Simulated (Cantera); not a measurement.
A Cantera script and what it prints.

```python
import numpy as np
import cantera as ct

gas_names = [...]  # 114 gases of nasa_gas.yaml made of C, Fe, H, O
cond_names = """
    C(gr) C6H6(L) C7H8(L) C8H18(L),n-octa Fe(a) Fe(c) Fe(d) Fe(L) FeC5O5(L) FeO(s) FeO(L) Fe(OH)2(s)
    Fe(OH)3(s) Fe2O3(s) Fe3O4(s) H2O(s) H2O(L)
""".split()


# ... load() reads the species with a 1 bar reference pressure and builds the phases ...
atoms = {
    'Fe2O3': {'Fe': 2, 'O': 3},
    'CH4': {'C': 1, 'H': 4},
    'CO': {'C': 1, 'O': 1},
}
top_T = {'C(gr)': 4500, 'Fe2O3(s)': 1830, 'Fe3O4(s)': 1870}  # K; cautious upper limits of use, not melting points


# ... equilibrate(T, P, feed) seeds the gas with the atoms and calls Mixture.equilibrate('TP', solver="vcs", rtol=1e-11, max_steps=5000) ...
results = []
feed = {'Fe2O3': 1, 'CH4': 1.6, 'CO': 0.82}  # mol
P = 130  # Pa
for T in [1300, 1400, 1500, 1600, 1700, 1800, 1900, 2000, 2100, 2200]:
    mix = equilibrate(T, P, feed)
    results.append((T, P, feed, dict(zip(mix.species_names, mix.species_moles))))

top = {s: max(r[3][s] / sum(r[3][g] for g in gas_names) for r in results) for s in gas_names}
cols = sorted((s for s in top if top[s] > 0.0001), key=lambda s: -top[s])[:7]
seen = [c for c in cond_names if any(r[3].get(c, 0) > 1e-12 for r in results)]
print("log10 of partial pressures in bar; condensed amounts in mol")
print(f"{'T/K':>10s}" + "".join(f"{s[:9]:>10s}" for s in cols + seen))
for T, P, feed, n in results:
    ng = sum(n[g] for g in gas_names)
    print(f"{T:10.4g}" + "".join(f"{np.log10(max(n[s] / ng * P / 1e5, 1e-99)):10.3f}" for s in cols)
          + "".join(f"{n.get(c, 0):10.4g}" for c in seen))
```

Output:

```
log10 of partial pressures in bar; condensed amounts in mol
       T/K        H2        CO        Fe       H2O         H       CO2        OH     Fe(c)     Fe(d)     Fe(L)    FeO(s)    FeO(L)
      1300    -3.254    -3.326    -8.962    -3.738    -7.583    -4.057    -9.952     1.769         0         0    0.2306         0
      1400    -3.269    -3.321    -7.815    -3.695    -6.948    -4.084    -9.075     1.829         0         0    0.1706         0
      1500    -3.283    -3.317    -6.824    -3.661    -6.396    -4.108    -8.318      1.88         0         0    0.1191         0
      1600    -3.295    -3.314    -5.960    -3.635    -5.912    -4.131    -7.659      1.92         0         0   0.07561         0
      1700    -3.301    -3.311    -5.201    -3.630    -5.482    -4.173    -7.098         0     1.884         0         0   0.08808
      1800    -3.308    -3.312    -4.531    -3.649    -5.100    -4.236    -6.622         0     1.724         0         0    0.1447
      1900    -3.344    -3.340    -3.953    -3.679    -4.772    -4.299    -6.193         0         0      1.31         0    0.1551
      2000    -3.461    -3.434    -3.486    -3.742    -4.519    -4.376    -5.801         0         0         0         0    0.0532
      2100    -3.494    -3.442    -3.483    -3.739    -4.253    -4.381    -5.423         0         0         0         0         0
      2200    -3.527    -3.448    -3.493    -3.762    -4.013    -4.406    -5.103         0         0         0         0         0
```

These are equilibrium values from Cantera (NASA tables, ideal gas, pure condensed phases), not measurements of a reactor. Each liquid is taken as pure. Mutual solubility and eutectic melting of coexisting phases are not modelled. The tables' stoichiometric FeO is somewhat more stable than real wüstite, so its field is too wide. FeO: taken at fixed stoichiometry.
